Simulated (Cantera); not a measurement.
**Adiabatic ignition**

An adiabatic, constant-pressure homogeneous reactor starts with H2 : O2 : N2 = 1 : 1.14 : 4.27 (molar parts), equivalence ratio 0.44, at 1500 K and 1.20 bar.

Detailed kinetics in Cantera: GRI-Mech 3.0 (53 species, 325 reactions).

```tsv
t (s)	T (K)	x H2	x O2	x H2O	x NO2	x N2O	x NO
3.00e-6	1500	0.156	0.178	4.57e-6	<1e-12	1.80e-12	<1e-12
1.03e-5	1522	0.120	0.160	0.0254	9.71e-12	7.97e-9	6.18e-8
3.54e-5	2097	0.0127	0.0985	0.130	1.18e-8	2.67e-7	4.20e-5
0.000122	2401	0.00497	0.101	0.151	7.33e-8	5.43e-7	0.000143
0.000418	2481	0.00248	0.103	0.158	2.99e-7	7.35e-7	0.000432
0.00144	2481	0.00245	0.103	0.158	9.11e-7	7.36e-7	0.00131
0.00493	2476	0.00242	0.102	0.158	2.79e-6	7.39e-7	0.00402
0.0169	2467	0.00235	0.0990	0.159	6.81e-6	7.68e-7	0.00985
0.0582	2461	0.00230	0.0972	0.159	9.46e-6	8.01e-7	0.0137
0.200	2461	0.00230	0.0971	0.159	9.57e-6	8.02e-7	0.0139
```
x: mole fraction; the columns are a selection and need not sum to one.

```json
{
 "time_of_steepest_temperature_rise": "12.2 µs",
 "temperature at 0.200 s": "2461 K",
 "equilibrium_temperature": "2461 K",
 "x(H2) at 0.200 s": "0.00230 (gas-phase equilibrium 0.00230)",
 "x(O2) at 0.200 s": "0.0971 (gas-phase equilibrium 0.0971)",
 "x(H2O) at 0.200 s": "0.159 (gas-phase equilibrium 0.159)"
}
```
